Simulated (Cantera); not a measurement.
A closed system holds: 1 mol Cu₂O, 1.5 mol C, 3.4 mol H₂, held at 1200 °C and 1.00 bar.

Method: chemical equilibrium by Gibbs-energy minimisation in Cantera with the NASA 1993 tables (ideal gas, pure condensed phases). Candidate condensed phases: C, C₆H₆, C₇H₈, C₈H₁₈, Cu, CuO, Cu(OH)₂, Cu₂O, H₂O; 113 gas species. The numbers say what is thermodynamically allowed, not how fast it happens.

Base state: H₂ 0.771, CO 0.227, CH₄ 0.00174, H₂O 0.000366, CO₂ 4.37e-5, H 1.11e-5 (mole fractions); condensed: C(graphite) + Cu(l).

What changes in the equilibrium state with this change: Cu₂O replaced by TiO₂?


| species | before | after |
|---|---|---|
| H₂ | 0.771 | 0.822 |
| CO | 0.227 | 0.175 |
| CH₄ | 0.00174 | 0.00198 |
| CO₂ | 4.37e-5 | 2.60e-5 |
| H₂O | 0.000366 | 0.000302 |
| H | 1.11e-5 | 1.15e-5 |
| C(graphite), mol | 0.494 | 0.536 |
| Cu(l), mol | 2.00 | 0 |
| TiC(s), mol | 0 | 0.234 |
| Ti₃O₅(s), mol | 0 | 0.255 |
Mutual solubility and eutectic melting of coexisting phases are not modelled. TiC: taken at fixed stoichiometry. Further candidate phases: Ti, TiC, TiO, TiO₂, Ti₂O₃, Ti₃O₅, Ti₄O₇.
